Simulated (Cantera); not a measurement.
Reactions in the system C-H-N-Ta

Standard-state values (1 bar) from the NASA 1993 polynomials, evaluated with Cantera. Values are per mole of reaction as written; species without (g) are pure solids or liquids, kept so even where they would boil at 1 bar. TaC: taken at fixed stoichiometry.

3 NH3(g) + 9 TaC = C6H6(g) + 3 HCN(g) + 9 Ta

| T (K) | ΔH° (kJ) | ΔS° (J/K) | ΔG° (kJ) | log10 K |
|---|---|---|---|---|
| 300 | 1922.5 | 288.0 | 1836.1 | -319.69 |
| 2448 | 1866.5 | 237.9 | 1284.0 | -27.40 |
| 2523 | 1863.4 | 236.7 | 1266.2 | -26.21 |
| 2598 | 1860.4 | 235.5 | 1248.5 | -25.10 |
| 2673 | 1857.5 | 234.4 | 1230.9 | -24.05 |
| 2748 | 1854.7 | 233.4 | 1213.3 | -23.06 |
| 2823 | 1852.0 | 232.4 | 1195.9 | -22.13 |
| 2898 | 1849.6 | 231.6 | 1178.5 | -21.24 |
| 2973 | 1847.4 | 230.8 | 1161.1 | -20.40 |
